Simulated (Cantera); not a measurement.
A perfectly stirred reactor is fed with C2H6 : N2 = 1 : 1.6 (molar parts), at 0.285 Torr; it is held at 1148 K, and followed from long to short residence time.

Cantera simulation using GRI-Mech 3.0 (53 species, 325 reactions); the numbers are that mechanism's predictions, not measurements. GRI-Mech 3.0 stops at C3 and has no aromatics, soot or wall deposition, so with more carbon than oxygen in the feed, carbon stays in small species such as C2H2 where larger ones or solid carbon would form. Radical loss at walls, strong at low pressure, is not modelled.

Predict: x(C2H6) at τ = 0.610 s; x(CH2) at τ = 0.610 s; x(H2) at τ = 0.610 s; x(C2H4) at τ = 0.610 s; x(C2H2) at τ = 0.610 s; x(C2H6) at τ = 4.60 ms; x(H2) at τ = 4.60 ms; x(C2H4) at τ = 4.60 ms.


```json
{
 "x(C2H6) at τ = 0.610 s": "0.347",
 "x(CH2) at τ = 0.610 s": "1.86e-8",
 "x(H2) at τ = 0.610 s": "0.0212",
 "x(C2H4) at τ = 0.610 s": "0.0236",
 "x(C2H2) at τ = 0.610 s": "0.000285",
 "x(C2H6) at τ = 4.60 ms": "0.385",
 "x(H2) at τ = 4.60 ms": "3.69e-7",
 "x(C2H4) at τ = 4.60 ms": "3.87e-7"
}
```
